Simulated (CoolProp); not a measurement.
Normal hydrogen at 744.23 K and 4.21 MPa flows at 12 m/s in a round tube of 10 mm bore and 15 µm roughness, fully developed (64/Re and Nu = 3.66 if laminar; Colebrook and Gnielinski if turbulent). Each further row changes one setting.

Computed with CoolProp (reference Helmholtz-energy equation of state, Leachman 2009).

| case | Reynolds number | Darcy friction factor | pressure drop (Pa/m) | heat-transfer coefficient (W/(m² K)) | mass flow (kg/h) |
|---|---|---|---|---|---|
| as stated | 9680 | 0.0333 | … | … | … |
| velocity 24 m/s | 19400 | 0.0291 | 1130 | … | … |
| diameter 20 mm | 19400 | 0.0276 | … | … | … |

### Question
What belongs in the gaps?

### Answer

- as stated, pressure drop (Pa/m): 326
- as stated, heat-transfer coefficient (W/(m² K)): 1100
- as stated, mass flow (kg/h): 4.60
- velocity 24 m/s, heat-transfer coefficient (W/(m² K)): 2000
- velocity 24 m/s, mass flow (kg/h): 9.20
- diameter 20 mm, pressure drop (Pa/m): 135
- diameter 20 mm, heat-transfer coefficient (W/(m² K)): 945
- diameter 20 mm, mass flow (kg/h): 18.4

Viscosity comes from a separate model (Muzny 2013). Thermal conductivity comes from a separate model (Assael 2011).
